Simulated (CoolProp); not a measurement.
Properties of CH2F2 (R32) along the isotherm 384.4 K.

The numbers come from the reference Helmholtz-energy equation of state, Tillner-Roth 1997 in CoolProp.

| p (kPa) | phase | density (kg/m³) | cp (kJ/(kg K)) | fugacity coefficient |
|---|---|---|---|---|
| 183 | gas | 3.006 | 0.9743 | 0.9911 |
| 309 | gas | 5.107 | 0.9831 | 0.9851 |
| 521 | gas | 8.703 | 0.9985 | 0.9749 |
| 879 | gas | 14.96 | 1.026 | 0.9579 |
| 1480 | gas | 26.02 | 1.077 | 0.9297 |
| 2500 | gas | 46.67 | 1.180 | 0.8829 |
| 4220 | gas | 88.76 | 1.430 | 0.8068 |
| 7130 | supercritical | 200.4 | 2.425 | 0.6852 |
| 12000 | supercritical | 555.9 | 3.262 | 0.5113 |
| 20300 | supercritical | 741.3 | 2.078 | 0.3704 |
| 34300 | supercritical | 854.8 | 1.759 | 0.2910 |
| 57800 | supercritical | 952.2 | 1.614 | 0.2632 |

The peak of cp marks the crossing from liquid-like to gas-like fluid above the critical point.
